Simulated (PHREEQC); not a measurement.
Copper plating or etch bath: an equilibrium model

Consider water at 25 °C with 0.0079 mol/kgw CuCl2 and 0.00012 mol/kgw H2SO4. Closed to the air; pH follows from the charge balance.

Computed with PHREEQC (ion-association model, wateq4f.dat).

Each row changes one thing in this solution. No solid was allowed to form.

| case | pH | SO4-2 (mol/kgw) | HSO4- (mol/kgw) |
|---|---|---|---|
| as made | 3.67 | 7.91e-5 | 1.06e-6 |
| CuCl2 from 0.0079 to 0.0119 mol/kgw | 3.68 | 7.35e-5 | 8.97e-7 |
| diluted 100-fold with water | 5.52 | 1.18e-6 | 3.27e-10 |
| CuCl2 replaced by ZnCl2 at the same molality | 3.67 | 7.54e-5 | 1.01e-6 |
| CuCl2 left out | 3.63 | 0.000117 | 2.49e-6 |
| H2SO4 replaced by CuSO4 at the same molality | 4.81 | 7.95e-5 | 7.72e-8 |
| H2SO4 from 0.00012 to 0.000108 mol/kgw | 3.72 | 7.13e-5 | 8.58e-7 |
| 0.00013 mol/kgw NaHCO3 added | 4.00 | 7.95e-5 | 4.99e-7 |

Species that the database lacks are ignored. Some of these states are supersaturated (in Atacamite, for instance).
